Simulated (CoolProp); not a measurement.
Octamethylcyclotetrasiloxane (D4) along the isobar 536 kPa: Z from the reference equation and from simpler models built on Tc = 586.5 K, pc = 1347 kPa, ω = 0.598; each cubic takes its own stable root.

The numbers come from the reference Helmholtz-energy equation of state, Thol 2015 in CoolProp.

| T (K) | phase | reference | van der Waals | Soave-Redlich-Kwong |
|---|---|---|---|---|
| 296.3 | liquid | 0.06768 | 0.1198 | 0.07677 |
| 308.9 | liquid | 0.06591 | 0.1163 | (withheld) |
| 321.5 | liquid | 0.06431 | 0.1131 | 0.07222 |
| 334.1 | liquid | (withheld) | (withheld) | 0.07028 |
| 346.7 | liquid | 0.06157 | (withheld) | 0.06856 |
| 359.3 | liquid | 0.06041 | 0.1054 | 0.06702 |
| 371.9 | liquid | 0.05937 | 0.1034 | 0.06566 |
| 384.6 | liquid | 0.05845 | 0.1016 | 0.06447 |
| 397.2 | liquid | 0.05764 | 0.1001 | (withheld) |
| 409.8 | liquid | 0.05694 | 0.09877 | 0.06261 |
| 422.4 | liquid | 0.05636 | 0.09771 | 0.06193 |
| 435 | liquid | 0.05588 | (withheld) | 0.06142 |
| 447.6 | liquid | 0.05552 | 0.09641 | 0.06111 |
| 460.2 | liquid | (withheld) | (withheld) | 0.06100 |
| 472.8 | liquid | 0.05517 | 0.09647 | 0.06113 |

Problem. Complete the blanks.

Solution. 
- 308.9, Soave-Redlich-Kwong: 0.07437
- 334.1, reference: 0.06287
- 334.1, van der Waals: 0.1103
- 346.7, van der Waals: 0.1077
- 397.2, Soave-Redlich-Kwong: 0.06345
- 435, van der Waals: 0.09692
- 460.2, reference: 0.05528
- 460.2, van der Waals: 0.09624
